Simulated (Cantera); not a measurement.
Equilibrium for tantalum, niobium, vanadium and zirconium in process gases: V + N2O

Input: 1 mol V, 0.78 mol N2O, held at 1.33 mbar.

Equilibrium computed with Cantera from the NASA thermochemical tables; the gas is ideal and each condensed phase is pure. Candidate condensed phases: V, VN, VO, V2O3, V2O4, V2O5; 13 gas species. Each liquid is taken as pure. Mutual solubility and eutectic melting of coexisting phases are not modelled. VN, VO: taken at fixed stoichiometry. Condensed phases not in the tables: solid solutions among these carbides, nitrides and lower oxides, V2N, N, O or C dissolved in the metal. The numbers say what is thermodynamically allowed, not how fast it happens.

```
T (°C)   x N2       x V      x VO     x VO2       x O      x VN     x NO  n VN(s)  n VO(s)  n V(s)  n VO(l)  n V(l)
------  -----  --------  --------  --------  --------  --------  -------  -------  -------  ------  -------  ------
1475    1.000   4.35e-6   1.62e-5   3.95e-6  7.51e-10  2.49e-10  3.19e-9    0.220    0.780       0        0       0
1525    1.000   1.71e-5   4.39e-5   8.01e-6   1.81e-9  9.80e-10  5.62e-9    0.220    0.780       0        0       0
1575    1.000   6.21e-5  0.000113   1.56e-5   4.16e-9   3.57e-9  9.60e-9    0.220    0.780       0        0       0
1625    0.999  0.000211  0.000275   2.91e-5   9.14e-9   1.22e-8  1.59e-8    0.220    0.780       0        0       0
1675    0.999  0.000671  0.000637   5.25e-5   1.93e-8   3.87e-8  2.57e-8    0.220    0.780       0        0       0
1725    0.997   0.00168   0.00141  0.000110   4.69e-8   9.68e-8  4.86e-8        0    0.779   0.219        0       0
1775    0.993   0.00351   0.00300  0.000252   1.25e-7   2.03e-7  1.01e-7        0    0.777   0.217        0       0
1825    0.987   0.00709   0.00583  0.000499   2.99e-7   4.08e-7  1.93e-7        0        0   0.215    0.775       0
1875    0.975    0.0138    0.0107  0.000913   6.75e-7   7.91e-7  3.47e-7        0        0   0.210    0.770       0
1925    0.953    0.0260    0.0191   0.00163   1.47e-6   1.47e-6  6.08e-7        0        0       0    0.762   0.200
```
x: gas mole fraction; n: condensed amount in mol.

From 1475 °C to 1675 °C the condensed part is VN(s) + VO(s). From 1725 °C to 1775 °C the condensed part is V(s) + VO(s). From 1825 °C to 1875 °C the condensed part is V(s) + VO(l). At 1925 °C the condensed part is V(l) + VO(l). The main V-bearing gas is VO at 1475 °C and V at 1925 °C.
